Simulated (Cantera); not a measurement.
A perfectly stirred reactor is fed with CH₄ : H₂ : O₂ : N₂ = 1 : 0.18 : 2.09 : 7.86 (molar parts), equivalence ratio 1.0, at 3750 Torr; it is adiabatic with a 525 K inlet, and is followed from long to short residence time, starting on the burning branch (τ in s: 0.056, 0.021, 0.0081, 0.0031, 0.0012, 0.00045, 0.00017, 6.5e-05, 2.5e-05, 9.4e-06).

Detailed kinetics in Cantera: GRI-Mech 3.0 (53 species, 325 reactions).

x: mole fraction; the columns are a selection and need not sum to one.

| τ (s) | T (K) | x CH₄ | x H₂ | x O₂ | x HO₂ | x C₂H₂ |
|---|---|---|---|---|---|---|
| 0.056 | 2384 | 1.39e-6 | 0.00415 | 0.00518 | 1.38e-6 | 1.75e-10 |
| 0.021 | 2381 | … | 0.00427 | … | … | 1.00e-9 |
| 0.0081 | 2373 | … | 0.00458 | … | … | … |
| 0.0031 | 2356 | 1.80e-5 | 0.00522 | 0.00744 | 2.33e-6 | 1.86e-8 |
| 0.0012 | 2327 | 3.72e-5 | 0.00628 | 0.00914 | 3.38e-6 | 5.66e-8 |
| 0.00045 | 2282 | 7.64e-5 | 0.00789 | 0.0116 | 5.49e-6 | 1.49e-7 |
| 0.00017 | 2222 | 0.000159 | 0.00996 | 0.0149 | 9.47e-6 | 3.72e-7 |
| 6.5e-5 | 2145 | 0.000354 | 0.0123 | 0.0193 | 1.68e-5 | 1.03e-6 |
| 2.5e-5 | 2042 | 0.000972 | 0.0150 | 0.0267 | 3.30e-5 | 4.31e-6 |
| 9.4e-6 | 525 | 0.0898 | 0.0162 | 0.188 | <1e-12 | <1e-12 |

**Question.** Complete the blanks.

**Answer.** 
- 0.021, x CH₄: 3.49e-6
- 0.021, x O₂: 0.00560
- 0.021, x HO₂: 1.52e-6
- 0.0081, x CH₄: 8.14e-6
- 0.0081, x O₂: 0.00630
- 0.0081, x HO₂: 1.79e-6
- 0.0081, x C₂H₂: 4.77e-9
